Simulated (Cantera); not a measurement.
# Low-pressure radical oxidation in H2/O2

An isothermal, constant-pressure homogeneous reactor starts with H2 : O2 = 0.067 : 1 (molar parts), at 1450 K and 0.00560 bar.

Model: the H2/O2 subset of GRI-Mech 3.0, which has no nitrogen chemistry, integrated in Cantera. Radical loss at walls, strong at low pressure, is not modelled. The temperature is held fixed by assumption; the heat of reaction is taken as removed at once.

```tsv
t (s)	x H2	x O2	x O	x H	x H2O2
4.00e-6	0.0628	0.937	2.06e-10	4.31e-9	<1e-12
1.88e-5	0.0628	0.937	4.02e-9	1.75e-8	2.67e-12
8.85e-5	0.0628	0.937	6.09e-8	6.05e-8	5.81e-11
0.000417	0.0628	0.937	1.51e-6	7.41e-7	1.19e-9
0.00196	0.0279	0.910	0.0184	0.00737	3.54e-8
0.00922	0.00127	0.885	0.0445	0.00793	2.32e-8
0.0434	0.00119	0.889	0.0411	0.00706	2.29e-8
0.204	0.000866	0.902	0.0289	0.00421	2.13e-8
0.960	0.000265	0.925	0.00837	0.000667	1.39e-8
4.52	2.51e-5	0.934	0.000772	1.88e-5	4.27e-9
21.3	2.16e-6	0.935	6.62e-5	4.74e-7	1.02e-9
100	8.56e-7	0.935	2.62e-5	1.18e-7	7.22e-10
```
x: mole fraction; the columns are a selection and need not sum to one.

Equilibrium at this temperature and pressure: H2 8.53e-7, O2 0.935, O 2.61e-5, H 1.18e-7, H2O2 7.21e-10 (gas phase only).
